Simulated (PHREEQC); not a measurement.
Make-up at 25 °C: 0.0015 mol/kgw Cu(NO3)2, 0.00018 mol/kgw HCl and 5.5e-05 mol/kgw Na2SO4. Closed to the air; pH follows from the charge balance.

The numbers come from PHREEQC with the ion-association model, phreeqc.dat.

| quantity | before | after |
|---|---|---|
| pH | 3.77 | 3.77 |
| CuCl+ (mol/kgw) | 5.41e-7 | 5.45e-7 |
| NaSO4- (mol/kgw) | 1.91e-8 | 7.65e-10 |
| SI of Halite (NaCl) | -9.34 | -10.04 |

What was changed between the two runs?
A) temperature from 25 to 80 °C
B) temperature from 25 to 55 °C
C) temperature from 25 to 30 °C
D) Na2SO4 from 5.5e-05 to 1.1e-05 mol/kgw

D, Na2SO4 from 5.5e-05 to 1.1e-05 mol/kgw

No solid was allowed to form.
